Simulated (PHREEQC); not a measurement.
Solution (20 °C): 0.13 mol/kgw HF, 0.13 mol/kgw NH4HF2 and 0.087 mol/kgw H2SO4. Closed to the air; pH follows from the charge balance.

Model: ion-association model, phreeqc.dat, run in PHREEQC.

Precipitation was switched off in this run.

Task: What pH, density does the model give?

Result: pH 1.54; density 1.007 g/cm³.

Task: In which forms is F present?

Result: HF 89 %, HF2- 8.2 %, F- 3.3 % of the F.

Species that the database lacks are ignored.
